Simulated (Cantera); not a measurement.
Input (Python, Cantera) and output of one run.

```python
import numpy as np
import cantera as ct

gas_names = [...]  # 110 gases of nasa_gas.yaml made of C, F, H
cond_names = """
    C(gr) C6H6(L) C7H8(L) C8H18(L),n-octa
""".split()


# ... load() reads the species with a 1 bar reference pressure and builds the phases ...
atoms = {
    'CH2F2': {'C': 1, 'H': 2, 'F': 2},
    'F2': {'F': 2},
    'H2': {'H': 2},
}
top_T = {'C(gr)': 4500}  # K; cautious upper limits of use, not melting points


# ... equilibrate(T, P, feed) seeds the gas with the atoms and calls Mixture.equilibrate('TP', solver="vcs", rtol=1e-11, max_steps=5000) ...
results = []
feed = {'CH2F2': 1, 'F2': 0.1, 'H2': 1}  # mol
P = 92000  # Pa
for T in [3000, 3500, 4000, 4500, 5000]:
    mix = equilibrate(T, P, feed)
    results.append((T, P, feed, dict(zip(mix.species_names, mix.species_moles))))
    x = sorted(zip(gas.X, gas.species_names), reverse=True)
    print(f"T = {T:g} K  P = {P:g} Pa  gas = {mix.phase_moles(0):.4g} mol")
    print("   x: " + "  ".join(f"{s} {v:.3e}" for v, s in x if v > 1e-06))
    print("   condensed (mol): " + ("  ".join(f"{mix.phase(i).name} {mix.phase_moles(i):.4g}"
          for i in range(1, mix.n_phases) if mix.phase_moles(i) > 1e-12) or "none"))
```

It prints:

```
T = 3000 K  P = 92000 Pa  gas = 3.232 mol
   x: HF 6.791e-01  H2 2.253e-01  H 7.814e-02  C2H2,acetylene 1.402e-02  F 1.458e-03  C2H 8.355e-04  C4H2 3.638e-04  C3 3.391e-04  CF 1.686e-04  C 5.509e-05  C2H2,vinylidene 4.420e-05  C2 3.445e-05  C2HF 2.869e-05  CH3 2.002e-05  CH2 1.614e-05  CF2 1.182e-05  CH 1.126e-05  C6H2 1.002e-05  C5 6.206e-06  CH4 3.644e-06  C3H3,propargyl 2.939e-06  H2F2 2.212e-06  C2H3,vinyl 1.938e-06  C4 1.146e-06
   condensed (mol): C(gr) 0.894
T = 3500 K  P = 92000 Pa  gas = 3.696 mol
   x: HF 5.766e-01  H 2.081e-01  H2 1.143e-01  C3 3.175e-02  C2H2,acetylene 2.452e-02  F 1.415e-02  C2H 1.406e-02  CF 3.936e-03  C2 3.557e-03  C 3.228e-03  C4H2 2.191e-03  C5 2.124e-03  C4 3.692e-04  CH 2.324e-04  C2HF 2.322e-04  C6H2 2.108e-04  C2H2,vinylidene 2.056e-04  CF2 1.332e-04  CH2 6.893e-05  CH3 1.521e-05  C3H3,propargyl 6.838e-06  C2H3,vinyl 3.449e-06  H2F2 1.465e-06
   condensed (mol): C(gr) 0.2232
T = 4000 K  P = 92000 Pa  gas = 4.507 mol
   x: HF 4.012e-01  H 3.684e-01  F 7.285e-02  H2 4.914e-02  C3 3.964e-02  C 2.375e-02  C2 1.386e-02  CF 1.346e-02  C2H 1.195e-02  C2H2,acetylene 3.261e-03  C5 8.576e-04  CH 6.630e-04  C4 4.145e-04  CF2 2.469e-04  C2HF 1.068e-04  C4H2 8.925e-05  C2H2,vinylidene 5.603e-05  CH2 5.063e-05  CF+ 3.008e-06  C6H2 2.678e-06  CH3 2.605e-06  Electron 1.958e-06
   condensed (mol): none
T = 4500 K  P = 92000 Pa  gas = 5.658 mol
   x: H 4.828e-01  F 1.888e-01  HF 1.830e-01  C 7.431e-02  H2 1.794e-02  C2 1.748e-02  CF 1.669e-02  C3 1.364e-02  C2H 3.872e-03  CH 8.340e-04  C2H2,acetylene 2.117e-04  CF2 1.380e-04  C4 8.808e-05  C5 5.405e-05  CH2 1.845e-05  C2HF 1.559e-05  CF+ 1.512e-05  Electron 1.257e-05  C2H2,vinylidene 6.266e-06  F- 2.690e-06  C4H2 1.014e-06
   condensed (mol): none
T = 5000 K  P = 92000 Pa  gas = 6.636 mol
   x: H 5.322e-01  F 2.663e-01  C 1.187e-01  HF 5.682e-02  C2 8.637e-03  CF 8.321e-03  H2 6.299e-03  C3 1.532e-03  C2H 5.717e-04  CH 5.698e-04  Electron 4.006e-05  CF+ 3.297e-05  CF2 2.400e-05  C+ 1.090e-05  C2H2,acetylene 7.729e-06  C4 4.331e-06  CH2 4.122e-06  F- 3.853e-06
   condensed (mol): none
```

Cantera equilibrium calculation (NASA polynomials, part measured and part estimated; ideal gas, pure solids and liquids).
